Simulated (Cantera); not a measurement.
A closed system holds: 1 mol SiHCl3, 0.36 mol HCl, 14 mol H2, at 24.0 mbar.

Equilibrium computed with Cantera from the NASA thermochemical tables; the gas is ideal and each condensed phase is pure. Candidate condensed phases: Si; 19 gas species. Gases not in the tables: Si2H6 and higher silanes. Equilibrium is a limit: real reactors are often held back by kinetics, nucleation or transport.

### Question
Which condensed phases are stable at each of these points (T (K)): 1248, 1298, 1348, 1398, 1448, 1498, 1548, 1598, 1648, 1698?

### Answer
```
T (K)  condensed phases  Si condensed (%)
-----  ----------------  ----------------
1248              Si(s)              29.2
1298              Si(s)              28.1
1348              Si(s)              26.7
1398              Si(s)              25.2
1448              Si(s)              24.0
1498              Si(s)              22.9
1548              Si(s)              21.8
1598              Si(s)              20.9
1648              Si(s)              20.0
1698              Si(l)              19.6
```

From 1248 K to 1648 K the condensed part is Si(s). At 1698 K the condensed part is Si(l).
